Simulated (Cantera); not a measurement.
A Cantera script and what it prints.

```python
import numpy as np
import cantera as ct

gas_names = [...]  # 109 gases of nasa_gas.yaml made of C, Cl, H, Si
cond_names = """
    C(gr) C6H6(L) C7H8(L) C8H18(L),n-octa Si(cr) Si(L) SiC(b)
""".split()


# ... load() reads the species with a 1 bar reference pressure and builds the phases ...
atoms = {
    'SiCl4': {'Si': 1, 'CL': 4},
    'C2H2': {'C': 2, 'H': 2},
    'H2': {'H': 2},
    'C2H4': {'C': 2, 'H': 4},
}
top_T = {'C(gr)': 4500, 'SiC(b)': 3050}  # K; cautious upper limits of use, not melting points


# ... equilibrate(T, P, feed) seeds the gas with the atoms and calls Mixture.equilibrate('TP', solver="vcs", rtol=1e-11, max_steps=5000) ...
results = []
feed = {'SiCl4': 1, 'C2H2': 0.006, 'H2': 8.4, 'C2H4': 0.69}  # mol
T = 2575  # K
P = 12000  # Pa
mix = equilibrate(T, P, feed)
results.append((T, P, feed, dict(zip(mix.species_names, mix.species_moles))))
print(gas.report(threshold=0.001))
for i in range(1, mix.n_phases):
    print(f"{mix.phase(i).name:16s} {mix.phase_moles(i):12.5e} mol")
```

It prints:

```
       temperature   2575 K
          pressure   12000 Pa
           density   0.0084271 kg/m^3
  mean mol. weight   15.035 kg/kmol
   phase of matter   gas

                          1 kg             1 kmol
                     ---------------   ---------------
          enthalpy        5.7248e+06        8.6073e+07  J
   internal energy        4.3008e+06        6.4664e+07  J
           entropy             16376        2.4621e+05  J/K
    Gibbs function       -3.6443e+07       -5.4792e+08  J
 heat capacity c_p            2383.3             35833  J/K
 heat capacity c_v            1830.3             27518  J/K

                      mass frac. Y      mole frac. X     chem. pot. / RT
                     ---------------   ---------------   ---------------
    C2H2,acetylene          0.015358         0.0088684           -29.605
                CL          0.047063          0.019961           -23.648
                 H         0.0052066           0.07766            -11.47
               HCL           0.53542            0.2208           -35.119
                H2          0.080892           0.60328           -22.941
                Si           0.03621          0.019385           -8.5158
              SiC2          0.021478         0.0061974            -15.18
              SiCL          0.027659         0.0065454           -32.164
             SiCL2           0.21003          0.031903           -55.813
               SiH         0.0023872         0.0012337           -19.986
              Si2C          0.015158         0.0033426           -20.364
     [  +98 minor]         0.0031366        0.00081478

C(gr)             8.87797e-01 mol
Si(L)             0.00000e+00 mol
SiC(b)            6.68869e-02 mol
```

Cantera equilibrium calculation (NASA polynomials, part measured and part estimated; ideal gas, pure solids and liquids). The tables' values for SiCl, SiCl3 are old estimates; treat these amounts as uncertain. Gases not in the tables: Si2H6 and higher silanes.
